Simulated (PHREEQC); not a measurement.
**Buffer: an equilibrium model**

A solution holds 67 mmol/kgw H3PO4 and 160 mmol/kgw KOH, at 20 °C. Closed to the air; pH follows from the charge balance.

Computed with PHREEQC (ion-association model, wateq4f.dat).

Each row changes one thing in this solution. This is a speciation only: nothing precipitates in the calculation.

```csv
case,pH,ionic strength (mol/kgw)
as made,11.44,0.267
0.066 mol/kgw TMAH added,12.50,0.410
H3PO4 from 0.067 to 0.101 mol/kgw,6.93,0.210
diluted 100-fold with water,[?],0.00229
0.0035 mol/kgw K2HPO4 added,11.41,[?]
H3PO4 left out,13.24,0.160
0.0017 mol/kgw CaBr2 added,11.42,0.262
temperature from 20 to 25 °C,11.37,[?]
0.18 mol/kgw HCl added,1.53,[?]
```

### Question
What belongs in the gaps?

### Answer

- diluted 100-fold with water, pH: 10.54
- 0.0035 mol/kgw K2HPO4 added, ionic strength (mol/kgw): 0.277
- temperature from 20 to 25 °C, ionic strength (mol/kgw): 0.266
- 0.18 mol/kgw HCl added, ionic strength (mol/kgw): 0.197

Some of these states are supersaturated (in Hydroxyapatite, for instance). H3PO4, which wateq4f.dat lacks, is added to it with the constant of phreeqc.dat.
